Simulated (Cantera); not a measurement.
Input: 1 mol c-C4F8, 0.064 mol F2, 0.24 mol H2, held at 1300 K and 3.50e-5 bar.

These are equilibrium values from Cantera (NASA tables, ideal gas, pure condensed phases), not measurements of a reactor. The feed counts by its element totals alone. Gases not in the tables: C2F6 and larger saturated fluorocarbons. The numbers say what is thermodynamically allowed, not how fast it happens.

```
species             before     after
----------------  --------  --------
H2                   <1e-9     0.510
HF                   0.201     0.490
H                    <1e-9  0.000134
CF4                  0.799     <1e-9
CF2               0.000204     <1e-9
F                  8.27e-5     <1e-9
CF3                2.09e-5     <1e-9
C(graphite), mol      2.09     1.000
```
Gas species are given as mole fractions.

Problem. Which change was made?
(A) temperature from 1300 K to 2823 K
(B) temperature from 1300 K to 3250 K
(C) temperature from 1300 K to 3300 K
(D) c-C4F8 replaced by CH3F

Solution. D, c-C4F8 replaced by CH3F
